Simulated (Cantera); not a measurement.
# Dilute partial oxidation

An isothermal, constant-pressure homogeneous reactor starts with CH₄ : O₂ : N₂ = 0.0051 : 0.0085 : 1 (molar parts), equivalence ratio 1.2, at 1223 K and 19.0 bar.

Cantera simulation using GRI-Mech 3.0 (53 species, 325 reactions); the numbers are that mechanism's predictions, not measurements. The pressure lies above the range GRI-Mech 3.0 was tuned for (to about 10 atm).

| t (s) | x CH₄ | x O₂ | x H₂O | x C₂H | x NO₂ |
|---|---|---|---|---|---|
| 3.00e-5 | 0.00503 | 0.00839 | 1.19e-10 | <1e-12 | <1e-12 |
| 7.27e-5 | 0.00503 | 0.00839 | 5.87e-10 | <1e-12 | <1e-12 |
| 0.000176 | 0.00503 | 0.00839 | 3.35e-9 | <1e-12 | <1e-12 |
| 0.000428 | 0.00503 | 0.00839 | 2.08e-8 | <1e-12 | <1e-12 |
| 0.00104 | 0.00503 | 0.00839 | 1.37e-7 | <1e-12 | <1e-12 |
| 0.00251 | 0.00503 | 0.00839 | 7.96e-7 | <1e-12 | <1e-12 |
| 0.00609 | 0.00503 | 0.00838 | 3.17e-6 | <1e-12 | <1e-12 |
| 0.0148 | 0.00501 | 0.00838 | 1.20e-5 | <1e-12 | <1e-12 |
| 0.0358 | 0.00495 | 0.00833 | 6.66e-5 | <1e-12 | <1e-12 |
| 0.0868 | 0.000638 | 0.00234 | 0.00716 | 4.71e-12 | 1.39e-10 |
| 0.211 | 3.29e-5 | 3.17e-5 | 0.00935 | <1e-12 | 5.53e-11 |
| 0.510 | 3.13e-5 | 6.15e-6 | 0.00926 | <1e-12 | 1.04e-11 |
| 1.24 | 3.12e-5 | 1.79e-6 | 0.00918 | <1e-12 | 2.22e-12 |
| 3.00 | 3.11e-5 | 5.28e-7 | 0.00911 | <1e-12 | <1e-12 |
x: mole fraction; the columns are a selection and need not sum to one.

Equilibrium at this temperature and pressure: CH₄ 1.27e-10, O₂ <1e-12, H₂O 0.00804, C₂H <1e-12, NO₂ <1e-12 (gas phase only).
